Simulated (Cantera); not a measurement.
A Cantera script and what it prints.

```python
import numpy as np
import cantera as ct

gas_names = """
    B BF BF2 BF3 BH BHF2 BH2 BH3 BN B2 F F2 H HF H2 H2F2 H3F3 H4F4 H5F5 H6F6 H7F7 N NF NF2 NF3 NH NH2
    NH3 N2 N2H2 N2H4
""".split()
cond_names = """
    B(b) B(L) BN(s)
""".split()


# ... load() reads the species with a 1 bar reference pressure and builds the phases ...
atoms = {
    'BF3': {'B': 1, 'F': 3},
    'N2': {'N': 2},
    'H2': {'H': 2},
}
top_T = {'BN(s)': 3200}  # K; cautious upper limits of use, not melting points


# ... equilibrate(T, P, feed) seeds the gas with the atoms and calls Mixture.equilibrate('TP', solver="vcs", rtol=1e-11, max_steps=5000) ...
results = []
feed = {'BF3': 1, 'N2': 0.3, 'H2': 110}  # mol
T = 2075  # K
P = 20  # Pa
mix = equilibrate(T, P, feed)
results.append((T, P, feed, dict(zip(mix.species_names, mix.species_moles))))
x = sorted(zip(gas.X, gas.species_names), reverse=True)
print(f"T = {T:g} K  P = {P:g} Pa  gas = {mix.phase_moles(0):.4g} mol")
print("   x: " + "  ".join(f"{s} {v:.3e}" for v, s in x if v > 1e-06))
print("   condensed (mol): " + ("  ".join(f"{mix.phase(i).name} {mix.phase_moles(i):.4g}"
      for i in range(1, mix.n_phases) if mix.phase_moles(i) > 1e-12) or "none"))
```

It prints:

```
T = 2075 K  P = 20 Pa  gas = 122.6 mol
   x: H2 8.043e-01  H 1.689e-01  HF 1.613e-02  BF 7.969e-03  N2 2.446e-03  BF2 1.743e-04  B 5.079e-06  BF3 2.265e-06  F 1.868e-06  BH2 1.305e-06  BHF2 1.272e-06
   condensed (mol): none
```

Equilibrium computed with Cantera from the NASA thermochemical tables; the gas is ideal and each condensed phase is pure. The tables' values for BF2 are old estimates; treat these amounts as uncertain.
